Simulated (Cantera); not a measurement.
An isothermal, constant-pressure homogeneous reactor starts with 0.626 % H₂, 99.4 % O₂, equivalence ratio 0.0032, at 1175 K and 0.00898 atm.

Detailed kinetics in Cantera: GRI-Mech 3.0 (53 species, 325 reactions). Radical loss at walls, strong at low pressure, is not modelled.

x: mole fraction; the columns are a selection and need not sum to one.

```csv
t (s),x H₂,x O₂,x O,x H₂O₂,x H₂O,x OH,x HO₂
1.00e-6,0.00626,0.994,<1e-12,<1e-12,<1e-12,<1e-12,2.41e-12
4.01e-6,0.00626,0.994,<1e-12,<1e-12,<1e-12,<1e-12,9.66e-12
1.61e-5,0.00626,0.994,4.19e-12,<1e-12,<1e-12,4.17e-12,3.88e-11
6.46e-5,0.00626,0.994,5.45e-11,<1e-12,1.56e-12,5.37e-11,1.56e-10
0.000259,0.00626,0.994,4.88e-10,<1e-12,6.06e-11,4.58e-10,6.25e-10
0.00104,0.00626,0.994,[?],<1e-12,1.62e-9,2.95e-9,2.51e-9
0.00418,0.00626,0.994,[?],5.63e-12,8.15e-8,5.85e-8,1.03e-8
0.0168,0.00454,0.992,[?],1.75e-8,0.00133,0.000674,7.06e-7
0.0673,1.63e-5,0.988,[?],8.18e-9,0.00594,0.000450,4.37e-7
0.270,1.16e-5,0.990,[?],7.94e-9,0.00602,0.000380,3.72e-7
1.08,4.33e-6,0.992,[?],6.78e-9,0.00614,0.000233,2.24e-7
4.35,6.57e-7,0.993,[?],3.62e-9,0.00623,9.11e-5,7.39e-8
17.4,6.44e-8,0.994,[?],8.63e-10,0.00627,2.87e-5,1.41e-8
70.0,7.20e-9,0.994,[?],1.36e-10,0.00628,9.63e-6,2.76e-9
```

**Question.** Some entries are withheld; supply them.

**Answer.** 
- 0.00104, x O: 3.65e-9
- 0.00418, x O: 8.47e-8
- 0.0168, x O: 0.00120
- 0.0673, x O: 0.00510
- 0.270, x O: 0.00360
- 1.08, x O: 0.00132
- 4.35, x O: 0.000200
- 17.4, x O: 1.96e-5
- 70.0, x O: 2.21e-6
